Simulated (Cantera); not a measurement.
Cantera run, input and output.

```python
import numpy as np
import cantera as ct

gas = ct.Solution("h2o2.yaml")
gas.TPX = 650, 13332, {'H2': 1, 'O2': 0.5, 'N2': 1.88}
flame = ct.FreeFlame(gas, width=0.16)
flame.set_refine_criteria(ratio=3, slope=0.08, curve=0.16)
flame.transport_model = "mixture-averaged"
flame.solve(loglevel=0, auto=True)
z, T = flame.grid, flame.T
thick = (T[-1] - T[0]) / np.gradient(T, z).max()
show = ['H2', 'O2', 'H', 'OH', 'H2O2', 'HO2']
print(f"laminar burning velocity  {flame.velocity[0] * 100:.3f} cm/s")
print(f"burnt temperature         {T[-1]:.1f} K")
print(f"thermal thickness         {thick * 1e3:.4f} mm")
print(f"grid points               {len(z)}")
z0 = z[flame.heat_release_rate.argmax()]
print(f"{'z/mm':>9s}{'T/K':>9s}{'u/(m/s)':>9s}" + "".join(f"{s:>11s}" for s in show))
rows = []
for k in (-3, -2, -1.5, -1, -0.5, -0.25, 0, 0.25, 0.5, 1, 2, 4, 8):
    zz = z0 + k * thick
    rows.append([k * thick, np.interp(zz, z, T), np.interp(zz, z, flame.velocity),
                 *(np.interp(zz, z, flame.X[gas.species_index(s)]) for s in show)])
    print(f"{rows[-1][0] * 1e3:9.3f}{rows[-1][1]:9.1f}{rows[-1][2]:9.3f}" + "".join(f"{x:11.3e}" for x in rows[-1][3:]))
```

It prints:

```
laminar burning velocity  708.038 cm/s
burnt temperature         2445.5 K
thermal thickness         6.9160 mm
grid points               135
     z/mm      T/K  u/(m/s)         H2         O2          H         OH       H2O2        HO2
  -20.748    650.0    7.080  2.959e-01  1.479e-01  3.866e-15  9.724e-18  2.433e-14  1.692e-12
  -13.832    650.0    7.080  2.959e-01  1.479e-01  6.542e-12  1.514e-14  2.509e-14  2.953e-11
  -10.374    650.0    7.080  2.959e-01  1.479e-01  6.699e-10  1.442e-12  5.828e-14  1.629e-09
   -6.916    650.0    7.080  2.959e-01  1.479e-01  2.449e-07  6.161e-10  4.602e-11  3.351e-07
   -3.458    655.0    7.130  2.948e-01  1.478e-01  3.322e-04  1.695e-05  2.393e-07  4.078e-05
   -1.729    752.1    8.121  2.751e-01  1.444e-01  8.767e-03  2.652e-04  3.779e-07  3.130e-05
    0.000   1122.3   11.778  1.344e-01  9.403e-02  7.129e-02  3.570e-03  7.278e-07  1.429e-05
    1.729   1390.5   14.397  4.972e-02  4.113e-02  9.410e-02  8.683e-03  8.065e-07  5.597e-06
    3.458   1508.4   15.498  4.780e-02  3.589e-02  8.419e-02  1.117e-02  6.181e-07  4.213e-06
    6.916   1649.4   16.779  4.979e-02  3.271e-02  7.004e-02  1.408e-02  3.699e-07  3.221e-06
   13.832   1806.9   18.165  5.039e-02  2.924e-02  5.515e-02  1.698e-02  1.938e-07  2.401e-06
   27.664   1972.1   19.571  4.893e-02  2.551e-02  4.087e-02  1.923e-02  1.032e-07  1.766e-06
   55.328   2135.8   20.918  4.526e-02  2.164e-02  2.829e-02  2.025e-02  6.317e-08  1.367e-06
```

Computed with Cantera and the H2/O2 subset of GRI-Mech 3.0, which has no nitrogen chemistry. Burning velocities carry a grid error of a few per cent, more on coarse grids.
